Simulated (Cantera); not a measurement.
Input: 1 mol trisilylamine, 0.48 mol NH₃, at 0.00320 bar.

These are equilibrium values from Cantera (NASA tables, ideal gas, pure condensed phases), not measurements of a reactor. Candidate condensed phases: Si, Si₃N₄; 18 gas species. The feed counts by its element totals alone. Mutual solubility and eutectic melting of coexisting phases are not modelled. The tables' values for SiN are old estimates; treat these amounts as uncertain. Gases not in the tables: Si₂H₆ and higher silanes. Rates play no part.

x: gas mole fraction; n: condensed amount in mol.

```
T (K)   x H₂     x N₂       x H      x Si  x SiH     x Si₂    x Si₂N  n Si(s)  n Si₃N₄(s)  n Si(l)
-----  -----  -------  --------  --------  -----  --------  --------  -------  ----------  -------
1423   0.997  0.00299  0.000117   4.77e-7    [?]  3.42e-10   3.65e-9     1.91       0.362        0
1523   0.976   0.0231  0.000404   5.63e-6    [?]   8.47e-9   8.73e-8     2.08       0.308        0
1623   0.875    0.124   0.00114   4.89e-5    [?]   1.40e-7   1.32e-6     3.00           0        0
1723   0.873    0.124   0.00301  0.000307    [?]   1.46e-6   6.04e-6        0           0     3.00
1823   0.868    0.124   0.00713   0.00138    [?]   8.94e-6   1.78e-5        0           0     2.99
1923   0.856    0.122    0.0154   0.00530    [?]   4.53e-5   4.68e-5        0           0     2.96
2023   0.831    0.120    0.0306    0.0178    [?]  0.000195  0.000110        0           0     2.88
2123   0.775    0.114    0.0558    0.0531    [?]  0.000727  0.000236        0           0     2.63
```

Task: Some entries are withheld; supply them.

Result: 
- 1423, x SiH: 1.21e-7
- 1523, x SiH: 9.20e-7
- 1623, x SiH: 5.19e-6
- 1723, x SiH: 2.34e-5
- 1823, x SiH: 7.78e-5
- 1923, x SiH: 0.000227
- 2023, x SiH: 0.000590
- 2123, x SiH: 0.00137
